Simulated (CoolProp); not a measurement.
Saturation properties of sulfur dioxide (Tc = 430.6 K, pc = 7.887 MPa, ω = 0.256).

The numbers come from the reference Helmholtz-energy equation of state, Gao 2016 in CoolProp.

```json
[
 {"T (K)": "254.7", "p (MPa)": "0.06849", "liquid density (kg/m³)": "1484", "vapour density (kg/m³)": "2.117", "liquid cp (kJ/(kg K))": "1.359", "surface tension (mN/m)": "30.2"},
 {"T (K)": "265.7", "p (MPa)": "0.1135", "liquid density (kg/m³)": "1455", "vapour density (kg/m³)": "3.392", "liquid cp (kJ/(kg K))": "1.362", "surface tension (mN/m)": "28.0"},
 {"T (K)": "276.7", "p (MPa)": "0.1794", "liquid density (kg/m³)": "1426", "vapour density (kg/m³)": "5.210", "liquid cp (kJ/(kg K))": "1.369", "surface tension (mN/m)": "25.8"},
 {"T (K)": "287.7", "p (MPa)": "0.2725", "liquid density (kg/m³)": "1396", "vapour density (kg/m³)": "7.715", "liquid cp (kJ/(kg K))": "1.379", "surface tension (mN/m)": "23.7"},
 {"T (K)": "298.7", "p (MPa)": "0.3994", "liquid density (kg/m³)": "1365", "vapour density (kg/m³)": "11.08", "liquid cp (kJ/(kg K))": "1.393", "surface tension (mN/m)": "21.5"},
 {"T (K)": "309.7", "p (MPa)": "0.5677", "liquid density (kg/m³)": "1334", "vapour density (kg/m³)": "15.49", "liquid cp (kJ/(kg K))": "1.412", "surface tension (mN/m)": "19.4"},
 {"T (K)": "320.7", "p (MPa)": "0.7854", "liquid density (kg/m³)": "1301", "vapour density (kg/m³)": "21.19", "liquid cp (kJ/(kg K))": "1.436", "surface tension (mN/m)": "17.3"},
 {"T (K)": "331.7", "p (MPa)": "1.061", "liquid density (kg/m³)": "1266", "vapour density (kg/m³)": "28.45", "liquid cp (kJ/(kg K))": "1.467", "surface tension (mN/m)": "15.2"},
 {"T (K)": "342.7", "p (MPa)": "1.403", "liquid density (kg/m³)": "1230", "vapour density (kg/m³)": "37.62", "liquid cp (kJ/(kg K))": "1.506", "surface tension (mN/m)": "13.1"}
]
```

It boils at 263.1 K under 1 atm.

Surface tension comes from a separate correlation (Mulero 2012).
